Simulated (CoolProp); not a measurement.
Vapour pressure (kPa) of dimethyl carbonate: the reference equation beside estimates from Tc = 557.0 K, pc = 4909 kPa, ω = 0.346.

Computed with CoolProp (reference Helmholtz-energy equation of state, Zhou 2011).

| T (K) | reference | van der Waals | Peng-Robinson |
|---|---|---|---|
| 425.4 | 525.9 | 1513 | 529.5 |
| 428.9 | 567.7 | 1573 | 572.2 |
| 432.4 | 612.1 | 1635 | 617.5 |
| 435.9 | 659.0 | 1698 | 665.5 |
| 439.4 | 708.7 | 1763 | 716.3 |
| 442.9 | 761.1 | 1830 | 770.0 |
| 446.3 | 814.8 | 1896 | 825.0 |
| 449.8 | 873.0 | 1965 | 884.8 |
| 453.3 | 934.3 | 2036 | 947.8 |
| 456.8 | 998.9 | 2109 | 1014 |
| 460.3 | 1067 | 2183 | 1084 |

Absolute difference from the reference over all 11 rows, mean and median: van der Waals 142.7 and 140.4 %, Peng-Robinson 1.2 and 1.2 %.
